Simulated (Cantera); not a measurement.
Feed: 1 mol FeS, a varied amount of O2, at 1448.15 K and 10.0 Torr.

Method: chemical equilibrium by Gibbs-energy minimisation in Cantera with the NASA 1993 tables (ideal gas, pure condensed phases). Candidate condensed phases: Fe, FeO, FeS, FeSO4, FeS2, Fe2O3, Fe2(SO4)3, Fe3O4, S; 12 gas species. Metal and sulfide melt together well below either melting point, which pure phases cannot show. Mutual solubility and eutectic melting of coexisting phases are not modelled. The tables' stoichiometric FeO is somewhat more stable than real wüstite, so its field is too wide. FeO, FeS: taken at fixed stoichiometry. Kinetics and transport are ignored.

**Question.** Which condensed phases are stable at each of these points (n(O2) (mol)): 0.41, 0.53, 0.7, 0.92, 1.2, 1.6, 2.1, 2.7, 3.5, 4.6, 6.1?

**Answer.** 
```tsv
n(O2) (mol)	condensed phases	Fe condensed (%)
0.41	FeO(s) + FeS(s)	100.0
0.53	FeO(s) + FeS(s)	100.0
0.7	FeO(s) + FeS(s)	100.0
0.92	FeO(s) + FeS(s)	100.0
1.2	FeO(s)	100.0
1.6	FeO(s) + Fe3O4(s)	100.0
2.1	Fe2O3(s)	100.0
2.7	Fe2O3(s)	100.0
3.5	Fe2O3(s)	100.0
4.6	Fe2O3(s)	100.0
6.1	Fe2O3(s)	100.0
```

From 0.41 mol O2 to 0.92 mol O2 the condensed part is FeO(s) + FeS(s). At 1.2 mol O2 the condensed part is FeO(s). At 1.6 mol O2 the condensed part is FeO(s) + Fe3O4(s). From 2.1 mol O2 to 6.1 mol O2 the condensed part is Fe2O3(s).
